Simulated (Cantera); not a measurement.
# Moist CO burnout

An isothermal, constant-pressure homogeneous reactor starts with CO : O2 : H2O : N2 = 0.0019 : 0.0036 : 0.00033 : 1 (molar parts), equivalence ratio 0.26, at 1300 K and 3750 Torr.

Model: GRI-Mech 3.0 (53 species, 325 reactions), integrated in Cantera.

```csv
t (s),x CO,x O2,x H2O,x NO,x HO2,x N2O,x CO2
2.00e-5,0.00189,0.00358,0.000328,<1e-12,<1e-12,<1e-12,1.45e-10
5.52e-5,0.00189,0.00358,0.000328,<1e-12,2.25e-12,<1e-12,4.07e-10
0.000153,0.00189,0.00358,0.000328,<1e-12,2.33e-11,1.15e-12,1.20e-9
0.000421,0.00189,0.00358,0.000328,<1e-12,2.99e-10,8.98e-12,4.43e-9
0.00116,0.00189,0.00358,0.000328,<1e-12,3.98e-9,9.45e-11,3.24e-8
0.00321,0.00189,0.00358,0.000328,1.38e-12,2.06e-7,5.30e-9,1.84e-6
0.00887,0.00151,0.00338,0.000321,1.79e-8,1.35e-6,9.29e-7,0.000379
0.0245,0.000647,0.00295,0.000324,1.88e-7,8.95e-7,2.77e-6,0.00124
0.0676,0.000139,0.00270,0.000327,4.40e-7,3.67e-7,3.44e-6,0.00175
0.187,1.22e-5,0.00264,0.000328,5.73e-7,5.88e-8,2.21e-6,0.00188
0.516,4.84e-7,0.00264,0.000328,6.16e-7,4.52e-9,4.07e-7,0.00189
1.42,1.85e-8,0.00264,0.000328,6.29e-7,3.55e-10,2.41e-8,0.00189
3.93,2.82e-9,0.00264,0.000328,6.30e-7,1.26e-10,8.75e-9,0.00189
10.9,2.54e-9,0.00264,0.000328,6.31e-7,1.20e-10,8.35e-9,0.00189
30.0,2.54e-9,0.00264,0.000328,6.31e-7,1.20e-10,8.35e-9,0.00189
```
x: mole fraction; the columns are a selection and need not sum to one.

Equilibrium at this temperature and pressure: CO 2.55e-9, O2 0.00261, H2O 0.000328, NO 4.99e-5, HO2 1.20e-10, N2O 8.31e-9, CO2 0.00189 (gas phase only).
